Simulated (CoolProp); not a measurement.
Vapour-liquid equilibrium of R134a (1) + cyclopropane (2) at 1.89 MPa; x and y are mole fractions of (1).

Model: multi-fluid Helmholtz-energy mixture model, Tillner-Roth 1994 and Polt 1992; pair parameters Bell 2016, in CoolProp. This equation is an older, rougher fit; its heat capacities, sound speeds and derivatives of the liquid may be far off and weren't checked against measurements.

Question: Give the bubble temperature and the first vapour's composition at x = 0.15, 0.55, 0.75. Is there an azeotrope?

Answer: x = 0.15: 57.4 °C, y = 0.234; x = 0.55: 53.4 °C, y = 0.521; x = 0.75: 55.9 °C, y = 0.673. y crosses x between x = 0.45 and 0.55: the model has an azeotrope there.

Pair parameters are fitted to limited data, so mixtures are less certain than the pure fluids.
